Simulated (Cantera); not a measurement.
An isothermal, constant-pressure homogeneous reactor starts with CO : O2 : H2O : N2 = 0.0043 : 0.011 : 0.015 : 1 (molar parts), at 1250 K and 8.70 bar.

Cantera simulation using GRI-Mech 3.0 (53 species, 325 reactions); the numbers are that mechanism's predictions, not measurements.

One state of this run: x CO = 8.30e-10; x O2 = 0.00861; x H2O = 0.0146; x H = 7.10e-12; x OH = 5.77e-7. x: mole fraction; the columns are a selection and need not sum to one.

Task: Which value of t (s) does it belong to?
A) 0.122
B) 300
C) 1.00e-6
D) 0.000349

Result: B, 300
